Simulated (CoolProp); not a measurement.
Computed with CoolProp (reference Helmholtz-energy equation of state, Wu 2012).

Give the vapour pressure (MPa), vapour density (kg/m³), enthalpy of vaporisation (kJ/kg), surface tension (mN/m) of saturated fluoroethane (R161) at 198.7, 205.1 K.


```json
[
 {"T (K)": "198.7", "p (MPa)": "0.0129", "vapour density (kg/m³)": "0.377", "enthalpy of vaporisation (kJ/kg)": "462", "surface tension (mN/m)": "23.3"},
 {"T (K)": "205.1", "p (MPa)": "0.0196", "vapour density (kg/m³)": "0.557", "enthalpy of vaporisation (kJ/kg)": "456", "surface tension (mN/m)": "22.4"}
]
```

Surface tension comes from a separate correlation (Mulero 2012).
